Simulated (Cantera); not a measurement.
Feed: 1 mol V2O5, 0.77 mol H2, held at 1552 °C and 0.00133 bar.

Method: chemical equilibrium by Gibbs-energy minimisation in Cantera with the NASA 1993 tables (ideal gas, pure condensed phases). Candidate condensed phases: H2O, V, VO, V2O3, V2O4, V2O5; 12 gas species. Condensed phases not in the tables: the oxides between V2O3 and V2O5 other than VO2. Rates play no part.

Base state: H2O 0.821, O2 0.123, VO2 0.0391, OH 0.0105, H2 0.00434, O 0.00148, H 0.000795 (mole fractions); condensed: V2O4(l).

Q: What changes in the equilibrium state with this change: V2O5 replaced by Fe2O3?

A: 
```csv
species,before,after
H2O,0.821,0.911
O2,0.123,0.0709
OH,0.0105,0.00964
VO2,0.0391,0
FeO,0,0.000180
Fe(OH)2,0,0.000151
Fe,0,9.97e-5
H2,0.00434,0.00635
O,0.00148,0.00112
"V2O4(l), mol",0.982,0
"FeO(l), mol",0,1.66
"Fe3O4(s), mol",0,0.112
```
Mutual solubility and eutectic melting of coexisting phases are not modelled. The tables' stoichiometric FeO is somewhat more stable than real wüstite, so its field is too wide. FeO: taken at fixed stoichiometry. Further candidate phases: Fe, FeO, Fe(OH)2, Fe(OH)3, Fe2O3, Fe3O4.
